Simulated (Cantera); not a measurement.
A closed system holds: 1 mol Al, 2.7 mol HCl, 15 mol H2, held at 16.0 mbar.

Cantera equilibrium calculation (NASA polynomials, part measured and part estimated; ideal gas, pure solids and liquids). Candidate condensed phases: Al, AlCl3; 12 gas species. The tables' values for AlCl2 are old estimates; treat these amounts as uncertain. Kinetics and transport are ignored. All values below are at 450 °C.

Base state: H2 0.949, AlCl3 0.0504, Al2Cl6 0.000912, AlCl 5.55e-5, AlCl2 2.64e-5 (mole fractions); condensed: Al(s).

Problem. What changes in the equilibrium state with this change: H2 from 15 to 0.44 mol?

Solution. 
```json
[
 {"species": "H2", "before": "0.949", "after": "0.685"},
 {"species": "AlCl3", "before": "0.0504", "after": "0.286"},
 {"species": "Al2Cl6", "before": "0.000912", "after": "0.0293"},
 {"species": "AlCl2", "before": "2.64e-5", "after": "8.40e-5"},
 {"species": "AlCl", "before": "5.55e-5", "after": "9.90e-5"},
 {"species": "Al(s), mol", "before": "0.0992", "after": "0.0998"}
]
```
